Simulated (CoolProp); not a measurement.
Vapour-liquid equilibrium of n-hexane (1) + toluene (2) at 445.1 K; x and y are mole fractions of (1).

Computed with CoolProp (multi-fluid Helmholtz-energy mixture model, Thol 2019 and Lemmon 2006; pair parameters Bell 2016).

| x | bubble pressure, mixture model (kPa) | bubble pressure, Raoult's law (kPa) | y, mixture model | y, Raoult's law |
|---|---|---|---|---|
| 0.05 | 487.9 | 475.3 | 0.129 | 0.119 |
| 0.125 | 553.4 | 527.2 | 0.276 | 0.268 |
| 0.2 | 613.7 | 579.0 | 0.388 | 0.391 |
| 0.275 | 669.9 | 630.8 | 0.478 | 0.493 |
| 0.35 | 722.9 | 682.7 | 0.553 | 0.580 |
| 0.425 | 773.4 | 734.5 | 0.618 | 0.655 |
| 0.5 | 822.1 | 786.3 | 0.676 | 0.720 |
| 0.575 | 869.5 | 838.2 | 0.730 | 0.777 |
| 0.65 | 916.1 | 890.0 | 0.781 | 0.827 |
| 0.725 | 962.2 | 941.8 | 0.829 | 0.871 |
| 0.8 | 1008 | 993.6 | 0.876 | 0.911 |
| 0.875 | 1054 | 1045 | 0.923 | 0.947 |
| 0.95 | 1101 | 1097 | 0.969 | 0.980 |

The largest gap from Raoult's law is +6.2 % in bubble pressure, at x = 0.275. No azeotrope shows between x = 0.05 and 0.95.

Pair parameters are fitted to limited data, so mixtures are less certain than the pure fluids.
